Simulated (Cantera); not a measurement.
A perfectly stirred reactor is fed with NO : N2 = 1 : 1.9 (molar parts), at 0.290 bar; it is held at 1875 K, and followed from long to short residence time.

Cantera simulation using GRI-Mech 3.0 (53 species, 325 reactions); the numbers are that mechanism's predictions, not measurements.

**Question.** What does this change do: temperature 1875 to 2100 K?

**Answer.** 
```json
[
 {"quantity": "x(NO) at τ = 3.60 s", "before": "0.248", "after": "0.0699"},
 {"quantity": "x(O2) at τ = 3.60 s", "before": "0.0481", "after": "0.137"},
 {"quantity": "x(N2O) at τ = 3.60 s", "before": "2.48e-5", "after": "2.17e-6"},
 {"quantity": "x(O) at τ = 3.60 s", "before": "0.000104", "after": "0.000968"},
 {"quantity": "x(NO2) at τ = 3.60 s", "before": "0.000140", "after": "4.47e-5"},
 {"quantity": "x(NO) at τ = 0.110 s", "before": "0.341", "after": "0.312"},
 {"quantity": "x(O2) at τ = 0.110 s", "before": "0.00187", "after": "0.0161"},
 {"quantity": "x(N2O) at τ = 0.110 s", "before": "4.78e-5", "after": "4.41e-5"},
 {"quantity": "x(O) at τ = 0.110 s", "before": "3.85e-5", "after": "0.000400"},
 {"quantity": "x(NO2) at τ = 0.110 s", "before": "6.49e-5", "after": "7.67e-5"}
]
```

**Question.** What does this change do: 0.0069 parts H2O added?

**Answer.** 
```csv
quantity,before,after
x(NO) at τ = 3.60 s,0.248,0.247
x(O2) at τ = 3.60 s,0.0481,0.0482
x(N2O) at τ = 3.60 s,2.48e-5,2.36e-5
x(O) at τ = 3.60 s,0.000104,0.000102
x(NO2) at τ = 3.60 s,0.000140,0.000138
x(NO) at τ = 0.110 s,0.341,0.340
x(O2) at τ = 0.110 s,0.00187,0.00186
x(N2O) at τ = 0.110 s,4.78e-5,4.41e-5
x(O) at τ = 0.110 s,3.85e-5,2.72e-5
x(NO2) at τ = 0.110 s,6.49e-5,4.41e-5
```
